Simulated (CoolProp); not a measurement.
Vapour-liquid equilibrium of neopentane (1) + n-pentane (2) at 0.0524 MPa; x and y are mole fractions of (1).

Computed with CoolProp (multi-fluid Helmholtz-energy mixture model, Lemmon 2006 and Thol 2019; pair parameters Bell 2016).

```tsv
x	bubble temperature (K)	y at the bubble point	dew temperature at overall composition x (K)	liquid density (mol/L)
0.05	289.1	0.122	290.4	8.707
0.2	283.7	0.403	287.7	8.704
0.35	279.1	0.597	284.8	8.691
0.5	275.3	0.736	281.5	8.672
0.65	271.9	0.839	277.7	8.647
0.8	269.0	0.918	273.3	8.618
0.95	266.5	0.982	267.8	8.587
```

No azeotrope shows between x = 0.05 and 0.95.

The pair parameters rest on a limited set of measurements; away from them the model extrapolates.
